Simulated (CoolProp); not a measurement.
A single-stage vapour-compression cycle with R125: evaporating at 196.15 K (dew point), condensing at 219.15 K (bubble point), superheat 8 K, subcooling 5 K, compressor efficiency 0.9, no pressure losses. Each further row changes one setting.

Computed with CoolProp (reference Helmholtz-energy equation of state, Lemmon 2005).

```
case                              cooling COP  pressure ratio  discharge temperature (K)  refrigerating effect (kJ/kg)  volumetric capacity (kJ/m³)
--------------------------------  -----------  --------------  -------------------------  ----------------------------  ---------------------------
as stated                                7.20            3.94                      240.2                           165                          224
evaporating temperature 201.15 K         9.62            2.83                      236.7                           168                          311
condensing temperature 214.15 K          9.37            3.01                      233.0                           170                          231
subcooling 10 K                          7.43            3.94                      240.2                           170                          231
superheat 18 K                           7.13            3.94                      250.8                           171                          222
compressor efficiency 0.8                6.40            3.94                      244.2                           165                          224
```
